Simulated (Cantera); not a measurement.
A freely propagating, adiabatic, planar premixed flame of 9.21 % CH₄, 16.8 % O₂, 63.0 % N₂, 11.0 % CO₂, equivalence ratio 1.1, unburnt at 675 K and 743 Torr; unity-Lewis-number transport, grid criteria slope 0.08 and curve 0.16, no radiation.

Computed with Cantera and GRI-Mech 3.0 (53 species, 325 reactions). Unity Lewis numbers drop preferential diffusion, which matters most where H2 and H carry the flame. Burning velocities carry a grid error of a few per cent, more on coarse grids.

x: mole fraction of selected species; z is measured from the peak of heat release.

```
z (mm)  T (K)  u (m/s)    x CH₄     x O₂  x CO₂       x O     x NO    x C₂H₂
------  -----  -------  -------  -------  -----  --------  -------  --------
-1.68     676    0.613   0.0920    0.168  0.111     <1e-8    <1e-8         …
-1.12     681    0.619   0.0916    0.167  0.111     <1e-8  8.22e-8         …
-0.838    700    0.635   0.0902    0.165  0.111     <1e-8  3.16e-7         …
-0.559    783    0.713   0.0837    0.156  0.112     <1e-8  1.44e-6         …
-0.279   1112     1.03   0.0570    0.118  0.117   1.03e-6  6.40e-6         …
-0.140   1440     1.34   0.0296   0.0785  0.122   3.06e-5  1.19e-5  0.000119
0        1786     1.69  0.00403   0.0345  0.129  0.000770  1.99e-5         …
0.140    1897     1.80  6.18e-5   0.0182  0.137   0.00263  2.77e-5         …
0.279    1936     1.83  6.66e-7   0.0151  0.142   0.00262  3.13e-5         …
0.559    1990     1.87    <1e-8   0.0125  0.147   0.00201  3.50e-5     <1e-8
1.12     2051     1.92    <1e-8  0.00963  0.152   0.00131  4.01e-5     <1e-8
2.23     2110     1.97    <1e-8  0.00668  0.158  0.000759  4.76e-5     <1e-8
4.47     2156     2.00    <1e-8  0.00428  0.162  0.000416  5.81e-5     <1e-8
```

**Question.** Complete the blanks.

**Answer.** 
- -1.68, x C₂H₂: 1.03e-7
- -1.12, x C₂H₂: 9.19e-7
- -0.838, x C₂H₂: 3.50e-6
- -0.559, x C₂H₂: 1.55e-5
- -0.279, x C₂H₂: 6.50e-5
- 0, x C₂H₂: 0.000129
- 0.140, x C₂H₂: 5.79e-6
- 0.279, x C₂H₂: 7.37e-8
